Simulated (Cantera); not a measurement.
A diamond (100) surface in a fixed gas of H2 with x(CH4) = 0.026, x(H) = 0.0082, at 1050 K, 0.286 atm; coverages are run to steady state.

Computed with Cantera and the Harris–Goodwin 1993 mechanism for the reconstructed diamond (100) surface.

θ: site fractions in the mechanism's names (c6HH fully hydrogenated, c6H* and c6*H radical sites, c6** diradical, c6HM methylated).

| x(CH3) | growth (µm/h) | θ c6HH | θ c6H* | θ c6*H | θ c6** | θ c6HM |
|---|---|---|---|---|---|---|
| 1e-06 | 0.189 | 0.553 | 0.0234 | 0.410 | 0.0137 | 5.38e-5 |
| 2.8e-06 | 0.528 | 0.553 | 0.0234 | 0.410 | 0.0137 | 0.000151 |
| 7.7e-06 | (withheld) | 0.553 | 0.0234 | 0.410 | 0.0137 | (withheld) |
| 2.1e-05 | 3.95 | 0.552 | 0.0234 | 0.409 | 0.0136 | 0.00113 |
| 5.9e-05 | 11.1 | 0.550 | 0.0233 | 0.408 | 0.0136 | 0.00316 |
| 0.00016 | 29.7 | 0.546 | 0.0231 | 0.405 | 0.0134 | 0.00849 |
| 0.00046 | 83.3 | 0.535 | 0.0226 | 0.396 | 0.0130 | 0.0238 |
| 0.0013 | (withheld) | 0.504 | 0.0213 | 0.372 | (withheld) | (withheld) |
| 0.0035 | 502 | 0.442 | 0.0185 | 0.323 | 0.00975 | 0.143 |

Question: Some entries are withheld; supply them.

Answer: 
- 7.7e-06, growth (µm/h): 1.45
- 7.7e-06, θ c6HM: 0.000414
- 0.0013, growth (µm/h): 219
- 0.0013, θ c6**: 0.0119
- 0.0013, θ c6HM: 0.0626
